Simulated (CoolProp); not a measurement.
The numbers come from the reference Helmholtz-energy equation of state, Platzer 1990 in CoolProp. This equation is an older, rougher fit; its heat capacities, sound speeds and derivatives of the liquid may be far off and weren't checked against measurements.

Task: For R21, give the phase and the density (kg/m³) at 320.5 K and 1.41 bar; 320.5 K and 6.78 bar.

Result: 
- 320.5 K and 1.41 bar: gas; density 5.62
- 320.5 K and 6.78 bar: liquid; density 1310
